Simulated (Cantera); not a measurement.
Input: 1 mol SiCl₄, 0.64 mol Cl₂, 7.4 mol N₂, at 10.0 mbar.

Cantera equilibrium calculation (NASA polynomials, part measured and part estimated; ideal gas, pure solids and liquids). Candidate condensed phases: Si, Si₃N₄; 13 gas species. The tables' values for SiCl₃ are old estimates; treat these amounts as uncertain. Equilibrium is a limit: real reactors are often held back by kinetics, nucleation or transport. All values below are at 1523 K.

Base state: N₂ 0.779, SiCl₄ 0.105, Cl 0.0956, Cl₂ 0.0197, SiCl₃ 0.000317 (mole fractions); condensed: gas only.

Problem. What changes in the equilibrium state with this change: pressure from 10.0 mbar to 1.80 bar?

Solution. 
```tsv
species	before	after
N₂	0.779	0.813
SiCl₄	0.105	0.110
Cl₂	0.0197	0.0639
Cl	0.0956	0.0128
SiCl₃	0.000317	1.37e-5
```

Problem. What changes in the equilibrium state with this change: SiCl₄ replaced by Si₃H₈?

Solution. 
```
species         before     after
-------------  -------  --------
N₂               0.779     0.540
H₂                   0     0.340
HCl                  0     0.112
Cl₂             0.0197   2.74e-9
SiCl₄            0.105   3.52e-5
Cl              0.0956   3.56e-5
SiCl₂          2.85e-6   0.00690
H                    0  0.000135
SiHCl₃               0   1.20e-5
Si₃N₄(s), mol        0     0.976
```
The feed counts by its element totals alone. Further candidate phases: NH₄Cl.
